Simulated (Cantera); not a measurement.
Input: 1 mol Si, a varied amount of H2O, 920 mol N2, equilibrated at 1152 °C and 7.70 Pa.

Cantera equilibrium calculation (NASA polynomials, part measured and part estimated; ideal gas, pure solids and liquids). Candidate condensed phases: H2O, Si, SiO2, Si2N2O, Si3N4; 35 gas species. N2 is the only nitrogen source here; it is nearly inert below about 1500 K, so the nitride shown seldom forms there in practice. Mutual solubility and eutectic melting of coexisting phases are not modelled. Kinetics and transport are ignored.

Q: Which condensed phases are stable at each of these points (n(H2O) (mol)): 0.11, 0.13, 0.15, 0.18, 0.21, 0.25, 0.3, 0.36, 0.43, 0.51, 0.61, 0.72, 0.86?

A: 
```
n(H2O) (mol)      condensed phases  Si condensed (%)
------------  --------------------  ----------------
0.11                      Si3N4(s)              88.5
0.13                      Si3N4(s)              86.5
0.15                      Si3N4(s)              84.5
0.18                      Si3N4(s)              81.5
0.21                      Si3N4(s)              78.5
0.25                      Si3N4(s)              74.5
0.3                       Si3N4(s)              69.5
0.36                      Si3N4(s)              63.5
0.43                      Si3N4(s)              56.5
0.51                      Si3N4(s)              48.5
0.61                      Si3N4(s)              38.5
0.72                      Si3N4(s)              27.5
0.86          Si2N2O(s) + Si3N4(s)              22.6
```

From 0.11 mol H2O to 0.72 mol H2O the condensed part is Si3N4(s). At 0.86 mol H2O the condensed part is Si2N2O(s) + Si3N4(s).
